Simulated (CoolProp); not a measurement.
CH3F (R41) at several states: Z from the reference equation and from simpler models built on Tc = 44.1 °C, pc = 5.906 MPa, ω = 0.200; each cubic takes its own stable root.

Computed with CoolProp (reference Helmholtz-energy equation of state, Lemmon 2006). It is a short technical equation, of lower accuracy than the large ones.

```
T (°C)   p (MPa)   phase  reference
-------  -------  ------  ---------
25.95      0.371     gas     0.9694
10.65      0.851     gas     0.9128
-93.95     0.437  liquid    0.01093
122.95     0.131     gas     0.9958
-125.55    0.391  liquid    0.01114
-93.15      17.3  liquid     0.4232
```

### Question
How far does each simpler model (van der Waals, Soave-Redlich-Kwong) lie from the reference over these 6 states: mean and median of the absolute difference, and the worst?

### Answer
- van der Waals: mean 45.0 %, median 44.1 %, worst +91.1 % at -125.55 °C and 0.391 MPa
- Soave-Redlich-Kwong: mean 13.6 %, median 13.8 %, worst +27.1 % at -125.55 °C and 0.391 MPa
